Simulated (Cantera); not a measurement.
A perfectly stirred reactor is fed with CH4 : N2 = 1 : 34 (molar parts), at 1.28 atm; it is held at 1650 K, and followed from long to short residence time.

Cantera simulation using GRI-Mech 3.0 (53 species, 325 reactions); the numbers are that mechanism's predictions, not measurements. GRI-Mech 3.0 stops at C3 and has no aromatics, soot or wall deposition, so with more carbon than oxygen in the feed, carbon stays in small species such as C2H2 where larger ones or solid carbon would form.

### Question
Predict: x(CH4) at τ = 3.40 s; x(H2) at τ = 3.40 s; x(C2H) at τ = 3.40 s; x(HCN) at τ = 3.40 s; x(CH3) at τ = 3.40 s; x(CH4) at τ = 58.0 ms; x(H2) at τ = 58.0 ms; x(C2H) at τ = 58.0 ms; x(HCN) at τ = 58.0 ms; x(CH3) at τ = 58.0 ms.

### Answer
```json
{
 "x(CH4) at τ = 3.40 s": "0.00261",
 "x(H2) at τ = 3.40 s": "0.0378",
 "x(C2H) at τ = 3.40 s": "2.14e-8",
 "x(HCN) at τ = 3.40 s": "2.34e-6",
 "x(CH3) at τ = 3.40 s": "2.07e-5",
 "x(CH4) at τ = 58.0 ms": "0.0148",
 "x(H2) at τ = 58.0 ms": "0.0197",
 "x(C2H) at τ = 58.0 ms": "1.18e-8",
 "x(HCN) at τ = 58.0 ms": "1.76e-7",
 "x(CH3) at τ = 58.0 ms": "0.000121"
}
```
